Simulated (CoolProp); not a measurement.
Vapour-liquid equilibrium of propylene (1) + dimethyl ether (2) at 46.25 °C; x and y are mole fractions of (1).

Values from CoolProp's multi-fluid Helmholtz-energy mixture model, Lemmon 2013 and Wu 2011; pair parameters Bell 2016.

| x | bubble pressure, mixture model (kPa) | bubble pressure, Raoult's law (kPa) | y, mixture model | y, Raoult's law |
|---|---|---|---|---|
| 0.05 | 1096 | 1086 | 0.087 | 0.087 |
| 0.15 | 1200 | 1171 | 0.236 | 0.243 |
| 0.25 | 1298 | 1256 | 0.362 | 0.377 |
| 0.35 | 1392 | 1341 | 0.470 | 0.494 |
| 0.45 | 1480 | 1426 | 0.566 | 0.598 |
| 0.55 | ? | 1511 | 0.653 | 0.689 |
| 0.65 | 1645 | 1596 | 0.733 | 0.771 |
| 0.75 | 1721 | 1681 | 0.810 | 0.845 |
| 0.85 | 1793 | 1766 | ? | 0.911 |
| 0.95 | 1861 | 1852 | ? | 0.972 |

### Question
Fill in the missing entries.

### Answer

- 0.55, bubble pressure, mixture model (kPa): 1565
- 0.85, y, mixture model: 0.886
- 0.95, y, mixture model: 0.961

The largest gap from Raoult's law is +3.8 % in bubble pressure, at x = 0.45. No azeotrope shows between x = 0.05 and 0.95.

Pair parameters are fitted to limited data, so mixtures are less certain than the pure fluids.
